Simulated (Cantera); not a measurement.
An isothermal, constant-pressure homogeneous reactor starts with CO : O₂ : H₂O : N₂ = 0.0061 : 0.023 : 0.00025 : 1 (molar parts), at 1200 K and 1.50 bar.

Detailed kinetics in Cantera: GRI-Mech 3.0 (53 species, 325 reactions).

x: mole fraction; the columns are a selection and need not sum to one.

| t (s) | x CO | x O₂ | x H₂O | x HO₂ | x H₂O₂ | x N₂O |
|---|---|---|---|---|---|---|
| 0.000400 | 0.00593 | 0.0223 | 0.000243 | 3.76e-11 | <1e-12 | <1e-12 |
| 0.00129 | 0.00593 | 0.0223 | 0.000243 | 6.54e-10 | <1e-12 | 7.77e-12 |
| 0.00418 | 0.00593 | 0.0223 | 0.000243 | 1.11e-8 | <1e-12 | 1.12e-10 |
| 0.0135 | 0.00590 | 0.0223 | 0.000242 | 8.82e-7 | 4.82e-9 | 1.83e-8 |
| 0.0437 | 0.00267 | 0.0207 | 0.000237 | 1.30e-6 | 1.18e-8 | 1.53e-6 |
| 0.141 | 0.000503 | 0.0197 | 0.000241 | 5.71e-7 | 3.26e-9 | 2.39e-6 |
| 0.457 | ? | 0.0195 | 0.000243 | ? | 3.68e-10 | 2.44e-6 |
| 1.48 | 2.81e-6 | 0.0194 | 0.000243 | 1.46e-8 | 3.87e-11 | 1.70e-6 |
| 4.78 | ? | 0.0194 | 0.000243 | ? | 7.64e-12 | ? |
| 15.5 | 1.30e-9 | 0.0194 | 0.000244 | 1.79e-10 | 1.41e-12 | 1.66e-8 |
| 50.0 | 6.11e-10 | 0.0194 | 0.000244 | 1.23e-10 | <1e-12 | 6.35e-9 |

Q: Fill in the missing entries.

A: 
- 0.457, x CO: 5.17e-5
- 0.457, x HO₂: 1.43e-7
- 4.78, x CO: 6.14e-8
- 4.78, x HO₂: 1.45e-9
- 4.78, x N₂O: 4.66e-7
